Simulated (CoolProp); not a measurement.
The numbers come from the reference Helmholtz-energy equation of state, Lemmon 2009 in CoolProp.

Question: Give the vapour pressure (bar), enthalpy of vaporisation (kJ/kg), liquid cp (kJ/(kg K)), liquid viscosity (µPa s) of saturated propane at -28.95, 40.15 °C.

Answer: 
| T (°C) | p (bar) | enthalpy of vaporisation (kJ/kg) | liquid cp (kJ/(kg K)) | liquid viscosity (µPa s) |
|---|---|---|---|---|
| -28.95 | 1.75 | 411 | 2.31 | 170 |
| 40.15 | 13.7 | 307 | 2.92 | 82.7 |

Viscosity comes from a separate model (Vogel 1998).
